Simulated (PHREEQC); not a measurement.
Solution (25 °C): 24 mmol/kgw Pb(NO3)2, 1.7 mmol/kgw ZnCl2 and 32 mmol/kgw HCl. Closed to the air; pH follows from the charge balance.

All values are PHREEQC results (ion-association model, wateq4f.dat), not measurements.

This is a speciation only: nothing precipitates in the calculation.

Order these Cl species by the share of Cl that they hold, largest first: PbCl2, PbCl+, ZnCl+, Cl-.

Cl- (81 %), PbCl+ (17 %), PbCl2 (0.95 %), ZnCl+ (0.15 %)

The pH is 1.58 and the ionic strength 0.0892 mol/kgw. Complexes and solids missing from the database can't appear.
